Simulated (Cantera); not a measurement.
Charge: 1 mol Mg(OH)2, 0.17 mol CO2, 3.7 mol H2O, equilibrated at 1 atm.

Method: chemical equilibrium by Gibbs-energy minimisation in Cantera with the NASA 1993 tables (ideal gas, pure condensed phases). Candidate condensed phases: C, C6H6, C7H8, C8H18, H2O, Mg, MgCO3, MgO, Mg(OH)2; 116 gas species. Equilibrium is a limit: real reactors are often held back by kinetics, nucleation or transport.

### Question
At 1450 K, list the 4 most abundant gas species with their mole fractions, and the condensed phases.

### Answer
H2O 0.965, CO2 0.0349, H2 0.000118, O2 5.91e-5. Condensed: MgO(s).
